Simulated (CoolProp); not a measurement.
Model: reference Helmholtz-energy equation of state, Lemmon 2006, in CoolProp. It is a short technical equation, of lower accuracy than the large ones.

Q: For acetone, give the phase and the density (kg/m³), cp (kJ/(kg K)), cv (kJ/(kg K)) at 272.35 °C and 0.88 MPa; 272.35 °C and 1.76 MPa; 272.35 °C and 4.4 MPa.

A: 
- 272.35 °C and 0.88 MPa: gas; density 12.0, cp 2.06, cv 1.87
- 272.35 °C and 1.76 MPa: gas; density 25.6, cp 2.17, cv 1.91
- 272.35 °C and 4.4 MPa: gas; density 84.2, cp 2.85, cv 2.06
